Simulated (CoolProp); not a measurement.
Aqueous calcium chloride as a coolant, 10 % by mass, freezing at -5.8 °C, 1 atm.

The numbers come from the Melinder's fits for secondary coolants in CoolProp.

```
T (°C)  density (kg/m³)  viscosity (mPa s)  conductivity (W/(m K))  Prandtl number
------  ---------------  -----------------  ----------------------  --------------
-0.2               1088               2.24                   0.555            14.4
2.7                1088               2.05                   0.559            13.1
5.6                1087                  …                   0.564            12.0
8.6                1087               1.73                   0.569            10.9
11.5               1087               1.60                   0.573            10.0
14.4               1086               1.49                   0.578            9.25
17.3               1086               1.38                   0.583            8.56
20.3               1086               1.29                   0.587            7.92
23.2               1085               1.21                   0.592            7.37
26.1               1085               1.13                   0.597            6.88
29.1               1084               1.06                   0.601            6.42
32                    …                  …                   0.606            6.02
34.9               1081              0.949                   0.610            5.66
```

Task: Complete the blanks.

Result: 
- 5.6, viscosity (mPa s): 1.88
- 32, density (kg/m³): 1083
- 32, viscosity (mPa s): 1.00
